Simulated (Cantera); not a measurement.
Silicon epitaxy and polysilicon growth: SiHCl3 + HCl + N2

Charge: 1 mol SiHCl3, 0.12 mol HCl, 160 mol N2, held at 340 Pa.

These are equilibrium values from Cantera (NASA tables, ideal gas, pure condensed phases), not measurements of a reactor. Candidate condensed phases: NH4Cl, Si, Si3N4; 28 gas species. N2 is the only nitrogen source here; it is nearly inert below about 1500 K, so the nitride shown seldom forms there in practice. The tables' values for SiCl3, SiCl are old estimates; treat these amounts as uncertain. The numbers say what is thermodynamically allowed, not how fast it happens.

| T (°C) | log p N2 | log p HCl | log p SiCl2 | log p SiCl4 | log p Cl | log p SiCl3 | log p H2 | n Si3N4(s) |
|---|---|---|---|---|---|---|---|---|
| 575 | -2.47 | -4.66 | -11.00 | -4.96 | -12.32 | -8.91 | -6.11 | 0.161 |
| 675 | -2.47 | -4.65 | -9.17 | -4.97 | -10.85 | -7.83 | -6.21 | 0.162 |
| 775 | -2.47 | -4.65 | -7.69 | -4.97 | -9.66 | -6.96 | -6.28 | 0.162 |
| 875 | -2.47 | -4.64 | -6.48 | -4.99 | -8.67 | -6.26 | -6.34 | 0.158 |
| 975 | -2.47 | -4.64 | -5.51 | -5.10 | -7.87 | -5.74 | -6.34 | 0.132 |
| 1075 | -2.47 | -4.65 | -4.89 | -5.59 | -7.29 | -5.59 | -6.17 | 0.0502 |
| 1175 | -2.47 | -4.67 | -4.72 | -6.45 | -6.82 | -5.86 | -5.95 | 0 |
| 1275 | -2.47 | -4.66 | -4.70 | -6.96 | -6.23 | -6.05 | -6.08 | 0 |
| 1375 | -2.47 | -4.67 | -4.69 | -7.62 | -5.82 | -6.33 | -6.01 | 0 |
| 1475 | -2.47 | -4.69 | -4.69 | -8.36 | -5.52 | -6.65 | -5.85 | 0 |
log p: log10 of the partial pressure in bar; n: condensed amount in mol.

From 575 °C to 1075 °C the condensed part is Si3N4(s). From 1175 °C to 1475 °C nothing is condensed. The main Si-bearing gas is SiCl4 at 575 °C and SiCl2 at 1475 °C.
